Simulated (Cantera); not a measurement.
Source: NASA polynomial tables (part measured, part estimated), evaluated in Cantera. Values are per mole of reaction as written; species without (g) are pure solids or liquids, kept so even where they would boil at 1 bar.

2 OH(g) + Ta → TaO₂(g) + 2 H(g), with ΔH° = 156.5 kJ and ΔS° = 100.8 J/K at 300 K.

How far is the shortcut ΔG° ≈ ΔH°(300 K) − T·ΔS°(300 K) from the full temperature-dependent value at 1325, 1475, 1625, 1775, 1925 K?


```tsv
T (K)	shortcut (kJ)	full (kJ)	difference (kJ)	difference in log10 K
1325	23.0	17.5	5.5	-0.22
1475	7.8	0.9	6.9	-0.25
1625	-7.3	-15.7	8.4	-0.27
1775	-22.4	-32.4	10.0	-0.29
1925	-37.5	-49.0	11.5	-0.31
```
The shortcut ignores the heat-capacity change of the reaction.
